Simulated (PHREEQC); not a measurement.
Solution A (0.00099 mol TMAH and 0.0021 mol Na2SiO3 per kg of water) is mixed with solution B (3.7 mmol/kgw KOH, 0.98 mmol/kgw CO2 and 0.039 mmol/kgw K3PO4) at 55 °C; shares are by mass of water, 1 kg in all. O2 is buffered at 0.21 atm. The system is closed to CO2. Solids allowed: Chalcedony, Nahcolite, Natron. Others were left out.

Model: ion-association model, wateq4f.dat, run in PHREEQC.

```tsv
share of solution B	pH	HCO3- (mol/kgw)	H4SiO4 (mol/kgw)
0	10.62	0	0.000123
0.1	10.60	1.87e-5	0.000115
0.2	10.58	3.92e-5	0.000106
0.3	10.57	6.17e-5	9.61e-5
0.4	10.55	8.64e-5	8.56e-5
0.5	10.53	0.000113	7.42e-5
0.6	10.51	0.000143	6.19e-5
0.7	10.49	0.000175	4.84e-5
0.8	10.47	0.000211	3.37e-5
0.9	10.45	0.000249	1.76e-5
1	10.43	0.000292	0
```

(CH3)4N+ isn't in the database: it is added as a free cation with an ion size of 4 Å. H3PO4, which wateq4f.dat lacks, is added to it with the constant of phreeqc.dat. Away from 25 °C the constants follow the database's enthalpies or fits; those with neither stay at their 25 °C values.
